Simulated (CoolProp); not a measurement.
CH2F2 (R32) along the isobar 15 MPa: fugacity coefficient from the reference equation and from simpler models built on Tc = 351.3 K, pc = 5.783 MPa, ω = 0.277; each cubic takes its own stable root.

Model: reference Helmholtz-energy equation of state, Tillner-Roth 1997, in CoolProp.

```
T (K)          phase  reference  van der Waals  Redlich-Kwong  Soave-Redlich-Kwong  Peng-Robinson
-----  -------------  ---------  -------------  -------------  -------------------  -------------
307.6         liquid     0.1459         0.2647         0.1936               0.1680            [?]
317.4         liquid     0.1768         0.2912         0.2256               0.2034         0.1905
327.2         liquid     0.2106         0.3181         0.2592               0.2419         0.2266
337           liquid     0.2469         0.3454         0.2940               0.2830         0.2652
346.8         liquid     0.2855         0.3728         0.3297               0.3260         0.3056
356.6  supercritical     0.3257         0.4002         0.3657               0.3702         0.3472
366.4  supercritical     0.3670         0.4276         0.4017               0.4148         0.3892
376.2  supercritical     0.4086         0.4546         0.4372               0.4590         0.4309
386    supercritical     0.4499         0.4812            [?]               0.5020         0.4714
395.8  supercritical     0.4898         0.5073         0.5053               0.5430            [?]
405.6  supercritical     0.5278         0.5326         0.5372               0.5815         0.5466
415.4  supercritical     0.5634         0.5572            [?]               0.6174         0.5807
425.2  supercritical     0.5962         0.5808         0.5955               0.6505         0.6123
435    supercritical     0.6264         0.6034         0.6219               0.6810         0.6415
```

### Question
Complete the blanks.

### Answer

- 307.6, Peng-Robinson: 0.1574
- 386, Redlich-Kwong: 0.4719
- 395.8, Peng-Robinson: 0.5101
- 415.4, Redlich-Kwong: 0.5673
